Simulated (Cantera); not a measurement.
A diamond (100) surface in a fixed gas of H2 with x(CH4) = 0.0023, x(H) = 0.00029, x(CH3) = 1.1e-05, 0.0160 bar; coverages are run to steady state.

Cantera simulation using the Harris–Goodwin 1993 mechanism for the reconstructed diamond (100) surface; the numbers are that mechanism's predictions, not measurements.

θ: site fractions in the mechanism's names (c6HH fully hydrogenated, c6H* and c6*H radical sites, c6** diradical, c6HM methylated).

| T (K) | growth (µm/h) | θ c6HH | θ c6H* | θ c6*H | θ c6** | θ c6HM |
|---|---|---|---|---|---|---|
| 900 | 0.0454 | 0.673 | 0.0100 | 0.281 | 0.00379 | 0.0263 |
| 950 | 0.0433 | 0.638 | 0.0136 | 0.324 | 0.00550 | 0.0151 |
| 1000 | (withheld) | 0.605 | 0.0177 | 0.362 | 0.00741 | 0.00610 |
| 1050 | (withheld) | 0.574 | 0.0219 | 0.392 | 0.00930 | 0.00189 |
| 1100 | (withheld) | 0.548 | 0.0261 | 0.414 | 0.0109 | 0.000539 |
| 1150 | (withheld) | 0.529 | 0.0302 | 0.428 | 0.0122 | 0.000156 |
| 1200 | (withheld) | 0.518 | 0.0339 | 0.435 | 0.0129 | 4.68e-5 |
| 1250 | (withheld) | 0.515 | 0.0372 | 0.434 | 0.0132 | 1.45e-5 |
| 1300 | (withheld) | 0.519 | 0.0400 | 0.428 | 0.0131 | 4.68e-6 |
| 1350 | (withheld) | 0.528 | 0.0423 | 0.417 | 0.0126 | 1.64e-6 |
| 1400 | (withheld) | 0.540 | 0.0441 | 0.404 | 0.0121 | 6.26e-7 |

Q: Some entries are withheld; supply them.

A: 
- 1000, growth (µm/h): 0.0285
- 1050, growth (µm/h): 0.0150
- 1100, growth (µm/h): 0.00862
- 1150, growth (µm/h): 0.00655
- 1200, growth (µm/h): 0.00590
- 1250, growth (µm/h): 0.00486
- 1300, growth (µm/h): 0.00296
- 1350, growth (µm/h): 0.00134
- 1400, growth (µm/h): 0.000528
